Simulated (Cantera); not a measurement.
Feed: 1 mol C₆H₆, 3.6 mol CO₂, 55 mol H₂, held at 1198.15 K and 13.0 Pa.

These are equilibrium values from Cantera (NASA tables, ideal gas, pure condensed phases), not measurements of a reactor. Candidate condensed phases: C, C₆H₆, C₇H₈, C₈H₁₈, H₂O; 110 gas species. Equilibrium is a limit: real reactors are often held back by kinetics, nucleation or transport.

**Question.** What is the equilibrium state?

**Answer.** 
```json
{
  "x(H₂)": "0.890",
  "x(CO)": "0.110",
  "x(H)": "1.58e-5",
  "x(CH₄)": "1.65e-6",
  "n(C(graphite))": "2.40 mol",
  "gas_amount": "65.20 mol"
}
```
